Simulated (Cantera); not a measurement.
A Cantera script and its output.

```python
import numpy as np
import cantera as ct

gas = ct.Solution("gri30.yaml")
gas.TPX = 1600, 500000, {'CO': 1, 'H2': 0.39, 'CH4': 0.21, 'O2': 0.796, 'N2': 2.99, 'C2H6': 0.0062}
reactor = ct.IdealGasConstPressureReactor(gas, energy="on", clone=False)
net = ct.ReactorNet([reactor])
net.rtol, net.atol = 1e-08, 1e-16
show = ['CO', 'H2', 'CH4', 'HCO', 'NO']
times = np.geomspace(5e-06, 3, 15)

steps = ct.SolutionArray(gas, extra=["t"])
rows = []
print(f"{'t/s':>10s}{'T/K':>9s}{'P/Pa':>11s}" + "".join(f"{s:>11s}" for s in show))
for t in times:
    while net.time < t:
        t_next = net.step()
        steps.append(gas.state, t=t_next)
    rows.append([np.interp(t, steps.t, y) for y in (steps.T, steps.P, *steps(*show).X.T)])
    print(f"{t:10.3e}{rows[-1][0]:9.1f}{rows[-1][1]:11.4g}" + "".join(f"{x:11.3e}" for x in rows[-1][2:]))
rate = np.gradient(steps.T, steps.t)
print("integrator steps:", len(steps.t))
if steps.T.max() > steps.T[0] + 200:
    print(f"time of steepest temperature rise: {steps.t[rate.argmax()]:.4e} s")
gas.TPX = 1600, 500000, {'CO': 1, 'H2': 0.39, 'CH4': 0.21, 'O2': 0.796, 'N2': 2.99, 'C2H6': 0.0062}
gas.equilibrate("HP")
print(f"equilibrium (HP): T = {gas.T:.1f} K  " + "  ".join(f"{s} {gas[s].X[0]:.3e}" for s in show))
```

Result:

```
       t/s      T/K       P/Pa         CO         H2        CH4        HCO         NO
 5.000e-06   1609.5      5e+05  1.852e-01  7.116e-02  3.703e-02  1.271e-06  2.963e-10
 1.293e-05   2482.3      5e+05  1.524e-01  2.932e-02  1.161e-13  1.768e-06  5.365e-05
 3.345e-05   2919.1      5e+05  1.389e-01  2.397e-02  1.375e-13  6.022e-07  7.640e-04
 8.653e-05   2967.5      5e+05  1.369e-01  2.327e-02  2.077e-13  5.311e-07  2.566e-03
 2.238e-04   2960.3      5e+05  1.375e-01  2.360e-02  2.224e-13  5.289e-07  5.499e-03
 5.789e-04   2955.3      5e+05  1.380e-01  2.382e-02  2.319e-13  5.277e-07  7.364e-03
 1.497e-03   2954.8      5e+05  1.380e-01  2.384e-02  2.328e-13  5.276e-07  7.527e-03
 3.873e-03   2954.8      5e+05  1.380e-01  2.384e-02  2.328e-13  5.276e-07  7.527e-03
 1.002e-02   2954.8      5e+05  1.380e-01  2.384e-02  2.328e-13  5.276e-07  7.527e-03
 2.591e-02   2954.8      5e+05  1.380e-01  2.384e-02  2.328e-13  5.276e-07  7.527e-03
 6.702e-02   2954.8      5e+05  1.380e-01  2.384e-02  2.328e-13  5.276e-07  7.527e-03
 1.734e-01   2954.8      5e+05  1.380e-01  2.384e-02  2.328e-13  5.276e-07  7.527e-03
 4.484e-01   2954.8      5e+05  1.380e-01  2.384e-02  2.328e-13  5.276e-07  7.527e-03
 1.160e+00   2954.8      5e+05  1.380e-01  2.384e-02  2.328e-13  5.276e-07  7.527e-03
 3.000e+00   2954.8      5e+05  1.380e-01  2.384e-02  2.328e-13  5.276e-07  7.527e-03
integrator steps: 1566
time of steepest temperature rise: 1.0524e-05 s
equilibrium (HP): T = 2954.8 K  CO 1.380e-01  H2 2.384e-02  CH4 2.904e-13  HCO 5.276e-07  NO 7.527e-03
```

Computed with Cantera and GRI-Mech 3.0 (53 species, 325 reactions).
